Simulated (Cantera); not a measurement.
Cantera with NASA thermochemical tables; ideal gases at 1 bar, condensed phases pure. Values are per mole of reaction as written; species without (g) are pure solids or liquids, kept so even where they would boil at 1 bar.

2 N2O(g) + Nb = NbO2 + 2 N2(g), with ΔH° = -958.1 kJ and ΔS° = -38.7 J/K at 300 K.

Q: How far is the shortcut ΔG° ≈ ΔH°(300 K) − T·ΔS°(300 K) from the full temperature-dependent value at 2450, 2550, 2650, 2750, 2850 K?

A: 
```tsv
T (K)	shortcut (kJ)	full (kJ)	difference (kJ)	difference in log10 K	condensed phases
2450	-863.4	-909.8	46.4	-0.99	Nb(s), NbO2(l)
2550	-859.5	-912.4	52.9	-1.08	Nb(s), NbO2(l)
2650	-855.6	-914.9	59.3	-1.17	Nb(s), NbO2(l)
2750	-851.8	-917.5	65.7	-1.25	Nb(s), NbO2(l)
2850	-847.9	-919.1	71.2	-1.30	Nb(l), NbO2(l)
```
The shortcut ignores heat capacities and the phase changes listed.
